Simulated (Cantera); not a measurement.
## Reactions in the system H-Na-O-S

Cantera with NASA thermochemical tables; ideal gases at 1 bar, condensed phases pure. Values are per mole of reaction as written; species without (g) are pure solids or liquids, kept so even where they would boil at 1 bar.

SO₃(g) + 2 NaOH(g) → 5 O(g) + Na₂S + 2 H(g)

```tsv
T (K)	ΔH° (kJ)	ΔS° (J/K)	ΔG° (kJ)	log10 K	condensed phases
300	2107.2	417.8	1981.8	-345.06	Na₂S(s)
548	2125.3	462.6	1871.8	-178.42	Na₂S(s)
648	2131.6	473.0	1825.0	-147.11	Na₂S(s)
748	2137.4	481.5	1777.3	-124.11	Na₂S(s)
848	2143.1	488.6	1728.8	-106.49	Na₂S(s)
948	2148.6	494.7	1679.6	-92.54	Na₂S(s)
1048	2154.0	500.1	1629.9	-81.23	Na₂S(s)
1148	2161.0	506.5	1579.6	-71.87	Na₂S(s)
1248	2172.6	516.2	1528.5	-63.97	Na₂S(s)
1348	2186.1	526.5	1476.3	-57.20	Na₂S(s)
1448	2213.9	545.9	1423.4	-51.35	Na₂S(l)
```

4 SO₂(g) + 4 Na → S₂(g) + 2 Na₂SO₄

```json
[
 {"T (K)": "300", "ΔH° (kJ)": "-1459.8", "ΔS° (J/K)": "-670.4", "ΔG° (kJ)": "-1258.7", "log10 K": "219.16", "condensed phases": "Na(s), Na₂SO₄(s)"},
 {"T (K)": "548", "ΔH° (kJ)": "-1439.6", "ΔS° (J/K)": "-636.1", "ΔG° (kJ)": "-1091.0", "log10 K": "103.99", "condensed phases": "Na(l), Na₂SO₄(s)"},
 {"T (K)": "648", "ΔH° (kJ)": "-1432.6", "ΔS° (J/K)": "-624.3", "ΔG° (kJ)": "-1028.0", "log10 K": "82.86", "condensed phases": "Na(l), Na₂SO₄(s)"},
 {"T (K)": "748", "ΔH° (kJ)": "-1424.9", "ΔS° (J/K)": "-613.3", "ΔG° (kJ)": "-966.1", "log10 K": "67.46", "condensed phases": "Na(l), Na₂SO₄(s)"},
 {"T (K)": "848", "ΔH° (kJ)": "-1416.4", "ΔS° (J/K)": "-602.7", "ΔG° (kJ)": "-905.3", "log10 K": "55.76", "condensed phases": "Na(l), Na₂SO₄(s)"},
 {"T (K)": "948", "ΔH° (kJ)": "-1406.9", "ΔS° (J/K)": "-592.1", "ΔG° (kJ)": "-845.6", "log10 K": "46.59", "condensed phases": "Na(l), Na₂SO₄(s)"},
 {"T (K)": "1048", "ΔH° (kJ)": "-1396.4", "ΔS° (J/K)": "-581.6", "ΔG° (kJ)": "-786.9", "log10 K": "39.22", "condensed phases": "Na(l), Na₂SO₄(s)"},
 {"T (K)": "1148", "ΔH° (kJ)": "-1385.0", "ΔS° (J/K)": "-571.2", "ΔG° (kJ)": "-729.3", "log10 K": "33.18", "condensed phases": "Na(l), Na₂SO₄(s)"},
 {"T (K)": "1248", "ΔH° (kJ)": "-1327.8", "ΔS° (J/K)": "-522.1", "ΔG° (kJ)": "-676.3", "log10 K": "28.31", "condensed phases": "Na(l), Na₂SO₄(l)"},
 {"T (K)": "1348", "ΔH° (kJ)": "-1319.1", "ΔS° (J/K)": "-515.3", "ΔG° (kJ)": "-624.4", "log10 K": "24.20", "condensed phases": "Na(l), Na₂SO₄(l)"},
 {"T (K)": "1448", "ΔH° (kJ)": "-1310.8", "ΔS° (J/K)": "-509.4", "ΔG° (kJ)": "-573.2", "log10 K": "20.68", "condensed phases": "Na(l), Na₂SO₄(l)"}
]
```

4 NaOH(g) + 3 Na₂S → 8 Na + 2 H₂S(g) + Na₂SO₄

```json
[
 {"T (K)": "300", "ΔH° (kJ)": "460.5", "ΔS° (J/K)": "-231.2", "ΔG° (kJ)": "529.8", "log10 K": "-92.25", "condensed phases": "Na₂S(s), Na(s), Na₂SO₄(s)"},
 {"T (K)": "548", "ΔH° (kJ)": "494.7", "ΔS° (J/K)": "-148.9", "ΔG° (kJ)": "576.3", "log10 K": "-54.93", "condensed phases": "Na₂S(s), Na(l), Na₂SO₄(s)"},
 {"T (K)": "648", "ΔH° (kJ)": "496.7", "ΔS° (J/K)": "-145.5", "ΔG° (kJ)": "591.0", "log10 K": "-47.64", "condensed phases": "Na₂S(s), Na(l), Na₂SO₄(s)"},
 {"T (K)": "748", "ΔH° (kJ)": "498.6", "ΔS° (J/K)": "-142.8", "ΔG° (kJ)": "605.4", "log10 K": "-42.28", "condensed phases": "Na₂S(s), Na(l), Na₂SO₄(s)"},
 {"T (K)": "848", "ΔH° (kJ)": "500.5", "ΔS° (J/K)": "-140.4", "ΔG° (kJ)": "619.6", "log10 K": "-38.16", "condensed phases": "Na₂S(s), Na(l), Na₂SO₄(s)"},
 {"T (K)": "948", "ΔH° (kJ)": "502.7", "ΔS° (J/K)": "-137.9", "ΔG° (kJ)": "633.5", "log10 K": "-34.90", "condensed phases": "Na₂S(s), Na(l), Na₂SO₄(s)"},
 {"T (K)": "1048", "ΔH° (kJ)": "505.1", "ΔS° (J/K)": "-135.6", "ΔG° (kJ)": "647.2", "log10 K": "-32.25", "condensed phases": "Na₂S(s), Na(l), Na₂SO₄(s)"},
 {"T (K)": "1148", "ΔH° (kJ)": "503.0", "ΔS° (J/K)": "-137.4", "ΔG° (kJ)": "660.7", "log10 K": "-30.06", "condensed phases": "Na₂S(s), Na(l), Na₂SO₄(s)"},
 {"T (K)": "1248", "ΔH° (kJ)": "509.8", "ΔS° (J/K)": "-130.9", "ΔG° (kJ)": "673.2", "log10 K": "-28.18", "condensed phases": "Na₂S(s), Na(l), Na₂SO₄(l)"},
 {"T (K)": "1348", "ΔH° (kJ)": "487.2", "ΔS° (J/K)": "-148.4", "ΔG° (kJ)": "687.3", "log10 K": "-26.63", "condensed phases": "Na₂S(s), Na(l), Na₂SO₄(l)"},
 {"T (K)": "1448", "ΔH° (kJ)": "421.7", "ΔS° (J/K)": "-193.7", "ΔG° (kJ)": "702.2", "log10 K": "-25.33", "condensed phases": "Na₂S(l), Na(l), Na₂SO₄(l)"}
]
```
